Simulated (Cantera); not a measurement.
Input (Python, Cantera):

```python
import numpy as np
import cantera as ct

gas = ct.Solution("h2o2.yaml")
gas.TPX = 1348, 100000, {'H2': 0.34, 'O2': 1, 'N2': 6.4}
inlet = ct.Reservoir(gas, clone=True)

reactor = ct.IdealGasConstPressureReactor(gas, energy="off", clone=False)
exhaust = ct.Reservoir(gas, clone=True)
tau = [1, 0.38, 0.14, 0.054, 0.02, 0.0076, 0.0028][0]
for a, b in ((inlet, reactor), (reactor, exhaust)):
    ct.MassFlowController(a, b, mdot=lambda t: reactor.mass / tau)
net = ct.ReactorNet([reactor])
show = ['H2', 'O2', 'O', 'OH', 'H2O', 'H2O2']

rows = []
print(f"{'tau/s':>10s}{'T/K':>9s}" + "".join(f"{s:>11s}" for s in show))
for tau in [1, 0.38, 0.14, 0.054, 0.02, 0.0076, 0.0028]:
    net.initial_time = 0.0
    net.advance(30 * tau)
    before = gas.X
    net.advance(40 * tau)
    drift = np.max(np.abs(gas.X - before) / (gas.X + 1e-9))
    rows.append([gas.T, *gas[show].X, drift])
    print(f"{tau:10.3e}{gas.T:9.1f}" + "".join(f"{x:11.3e}" for x in gas[show].X))
```

It prints:

```
     tau/s      T/K         H2         O2          O         OH        H2O       H2O2
 1.000e+00   1348.0  1.829e-05  1.096e-01  1.422e-05  1.006e-04  4.484e-02  6.701e-08
 3.800e-01   1348.0  3.459e-05  1.096e-01  2.736e-05  1.381e-04  4.481e-02  1.092e-07
 1.400e-01   1348.0  6.635e-05  1.096e-01  5.382e-05  1.917e-04  4.474e-02  1.761e-07
 5.400e-02   1348.0  1.225e-04  1.096e-01  1.025e-04  2.627e-04  4.465e-02  2.714e-07
 2.000e-02   1348.0  2.294e-04  1.095e-01  1.991e-04  3.667e-04  4.447e-02  4.153e-07
 7.600e-03   1348.0  4.163e-04  1.095e-01  3.757e-04  5.113e-04  4.418e-02  6.122e-07
 2.800e-03   1348.0  7.570e-04  1.094e-01  7.090e-04  7.271e-04  4.366e-02  8.868e-07
```

Model: the H2/O2 subset of GRI-Mech 3.0, which has no nitrogen chemistry, integrated in Cantera. The temperature is held fixed by assumption; the heat of reaction is taken as removed at once.
